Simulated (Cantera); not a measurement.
# Low-pressure radical oxidation in H2/O2

An isothermal, constant-pressure homogeneous reactor starts with 2.53 % H2, 97.5 % O2, equivalence ratio 0.013, at 1323 K and 1.13 Torr.

Model: the H2/O2 subset of GRI-Mech 3.0, which has no nitrogen chemistry, integrated in Cantera. Radical loss at walls, strong at low pressure, is not modelled.

```tsv
t (s)	x H2	x O2	x O	x H2O	x OH	x H2O2	x HO2
2.00e-6	0.0253	0.975	<1e-12	<1e-12	<1e-12	<1e-12	4.20e-11
5.97e-6	0.0253	0.975	1.62e-12	<1e-12	1.62e-12	<1e-12	1.25e-10
1.78e-5	0.0253	0.975	1.41e-11	<1e-12	1.41e-11	<1e-12	3.74e-10
5.32e-5	0.0253	0.975	1.19e-10	2.25e-12	1.19e-10	<1e-12	1.12e-9
0.000159	0.0253	0.975	9.20e-10	5.30e-11	9.02e-10	<1e-12	3.34e-9
0.000474	0.0253	0.975	5.92e-9	1.05e-9	5.57e-9	1.45e-12	9.95e-9
0.00141	0.0253	0.975	3.46e-8	1.72e-8	2.97e-8	1.27e-11	2.97e-8
0.00422	0.0253	0.975	3.85e-7	3.89e-7	3.03e-7	1.09e-10	8.85e-8
0.0126	0.0252	0.975	0.000105	0.000128	8.08e-5	8.28e-10	2.52e-7
0.0376	0.000301	0.952	0.0205	0.0226	0.00285	4.52e-9	1.54e-7
0.112	0.000241	0.952	0.0206	0.0228	0.00267	4.07e-9	1.49e-7
0.335	0.000235	0.952	0.0201	0.0229	0.00265	4.06e-9	1.47e-7
1.00	0.000221	0.954	0.0188	0.0230	0.00257	4.03e-9	1.44e-7
```
x: mole fraction; the columns are a selection and need not sum to one.

Equilibrium at this temperature and pressure: H2 8.75e-8, O2 0.974, O 6.82e-6, H2O 0.0256, OH 5.17e-5, H2O2 6.39e-11, HO2 1.46e-8 (gas phase only).
